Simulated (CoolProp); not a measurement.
Vapour-liquid equilibrium of hydrogen sulfide (1) + isobutane (2) at 525 kPa; x and y are mole fractions of (1).

Computed with CoolProp (multi-fluid Helmholtz-energy mixture model, Lemmon 2006 and Bücker 2006; pair parameters Kunz 2012).

### Question
Give the bubble temperature and the first vapour's composition at x = 0.425, 0.575, 0.95. Is there an azeotrope?

### Answer
x = 0.425: -8.6 °C, y = 0.844; x = 0.575: -13.2 °C, y = 0.888; x = 0.95: -20.3 °C, y = 0.980. No azeotrope shows between x = 0.05 and 0.95.

Pair parameters are fitted to limited data, so mixtures are less certain than the pure fluids.
